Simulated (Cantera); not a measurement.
Feed: 1 mol V2O3, 420 mol H2, 13 mol N2, at 51000 Pa.

Cantera equilibrium calculation (NASA polynomials, part measured and part estimated; ideal gas, pure solids and liquids). Candidate condensed phases: H2O, V, VN, VO, V2O3, V2O4, V2O5; 28 gas species. Mutual solubility and eutectic melting of coexisting phases are not modelled. VN, VO: taken at fixed stoichiometry. Condensed phases not in the tables: solid solutions among these carbides, nitrides and lower oxides, V2N. Equilibrium is a limit: real reactors are often held back by kinetics, nucleation or transport.

### Question
At 1448 K, list the 4 most abundant gas species with their mole fractions, and the condensed phases.

### Answer
H2 0.968, N2 0.0299, H2O 0.00255, H 1.27e-5. Condensed: VN(s) + VO(s).
